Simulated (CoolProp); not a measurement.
CH2F2 (R32) at 298.15 K and 5.59 MPa is throttled through a valve to 1.76 MPa with no heat exchange. Each further row changes one setting.

Computed with CoolProp (reference Helmholtz-energy equation of state, Tillner-Roth 1997).

```
case                       temperature change (K)                       final phase  final density (kg/m³)
-------------------------  ----------------------  --------------------------------  ---------------------
as stated                                       ?                            liquid                      ?
outlet pressure 0.528 MPa                   -37.8  two-phase, vapour fraction 0.199                      ?
outlet pressure 2.29 MPa                        ?                            liquid                    967
```

Fill in the missing entries.


- as stated, temperature change (K): -0.6
- as stated, final density (kg/m³): 964
- outlet pressure 0.528 MPa, final density (kg/m³): 68.8
- outlet pressure 2.29 MPa, temperature change (K): -0.5
